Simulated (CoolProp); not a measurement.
Values from CoolProp's reference Helmholtz-energy equation of state, Lemmon 2006. It is a short technical equation, of lower accuracy than the large ones.

Question: Give the vapour pressure (MPa), vapour density (kg/m³), liquid cp (kJ/(kg K)) of saturated nitrous oxide at 272.5, 284.7 K.

Answer: 
```tsv
T (K)	p (MPa)	vapour density (kg/m³)	liquid cp (kJ/(kg K))
272.5	3.07	83.5	2.26
284.7	4.15	120	2.63
```
